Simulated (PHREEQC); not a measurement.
A solution holds 180 mmol/kgw Na2S and 0.64 mmol/kgw ZnCl2, at 8.6 °C. Closed to the air; pH follows from the charge balance.

The numbers come from PHREEQC with the ion-association model, phreeqc.dat.

This is a speciation only: nothing precipitates in the calculation.

**Question.** Predict the pH, specific conductance, ionic strength.

**Answer.** pH 13.22; specific conductance 20900 µS/cm; ionic strength 0.473 mol/kgw.

**Question.** In which forms is Zn present?

**Answer.** Zn(OH)4-2 34 %, Zn(HS)2 32 %, Zn(HS)3- 29 %, Zn(OH)3- 5.3 % of the Zn.

Examples of supersaturated solids here: Sphalerite (slow to form). Others may be too. Species that the database lacks are ignored. With this much S-2 the pH rests on the database's HS-/S-2 constant; if that pK is higher, the solution is more alkaline. Constants without temperature data keep their 25 °C values here. The database's pK near 12.9 for HS-/S-2 is now thought far too low, so its S-2 is overstated.
